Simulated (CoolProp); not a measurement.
Properties of ammonia along the isobar 0.101 MPa (Tc = 405.6 K, pc = 11.36 MPa, ω = 0.256).

Values from CoolProp's reference Helmholtz-energy equation of state, Gao 2020.

| T (K) | phase | cp (kJ/(kg K)) | cv (kJ/(kg K)) | speed of sound (m/s) | expansivity (1/kK) |
|---|---|---|---|---|---|
| 369.2 | gas | 2.236 | 1.736 | 479.6 | 2.755 |
| 391.2 | gas | 2.272 | 1.774 | 492.7 | 2.591 |
| 413.2 | gas | 2.310 | 1.814 | 505.3 | 2.447 |
| 435.1 | gas | 2.349 | 1.854 | 517.4 | 2.320 |
| 457.1 | gas | 2.388 | 1.895 | 529.3 | 2.205 |
| 479.1 | gas | 2.428 | 1.935 | 540.8 | 2.101 |
| 501.1 | gas | 2.468 | 1.976 | 552.0 | 2.007 |
| 523 | gas | 2.508 | 2.017 | 562.8 | 1.921 |
| 545 | gas | 2.548 | 2.057 | 573.5 | 1.843 |
| 567 | gas | 2.588 | 2.098 | 583.9 | 1.770 |
| 589 | gas | 2.628 | 2.138 | 594.1 | 1.703 |
